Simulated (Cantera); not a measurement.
An isothermal, constant-pressure homogeneous reactor starts with C2H4 : H2 = 1 : 21 (molar parts), at 1275 K and 1.60 bar.

Detailed kinetics in Cantera: GRI-Mech 3.0 (53 species, 325 reactions). GRI-Mech 3.0 was tuned for natural gas; its chemistry of ethylene as a main component is partial and can be far from experiment. GRI-Mech 3.0 stops at C3 and has no aromatics, soot or wall deposition, so with more carbon than oxygen in the feed, carbon stays in small species such as C2H2 where larger ones or solid carbon would form.

Predict: x(C2H4) at 5.00 s; x(H2) at 5.00 s; x(CH3) at 5.00 s; x(C2H2) at 5.00 s; x(CH4) at 5.00 s.


```json
{
 "x(C2H4) at 5.00 s": "0.000668 (gas-phase equilibrium 0.000126)",
 "x(H2) at 5.00 s": "0.906 (gas-phase equilibrium 0.905)",
 "x(CH3) at 5.00 s": "1.64e-6 (gas-phase equilibrium 1.14e-6)",
 "x(C2H2) at 5.00 s": "0.000127 (gas-phase equilibrium 2.18e-5)",
 "x(CH4) at 5.00 s": "0.0935 (gas-phase equilibrium 0.0949)"
}
```
